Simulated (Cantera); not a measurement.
An adiabatic, constant-volume homogeneous reactor starts with 10.9 % CH4, 9.49 % O2, 79.6 % N2, at 1150 K and 750 Torr.

Detailed kinetics in Cantera: GRI-Mech 3.0 (53 species, 325 reactions).

Predict: time of steepest temperature rise; temperature at 1.00 s; equilibrium temperature; x(O2) at 1.00 s; x(CO) at 1.00 s.


```json
{
 "time_of_steepest_temperature_rise": "0.312 s",
 "temperature at 1.00 s": "1934 K",
 "equilibrium_temperature": "1934 K",
 "x(O2) at 1.00 s": "3.58e-9 (gas-phase equilibrium 3.59e-9)",
 "x(CO) at 1.00 s": "0.0875 (gas-phase equilibrium 0.0875)"
}
```
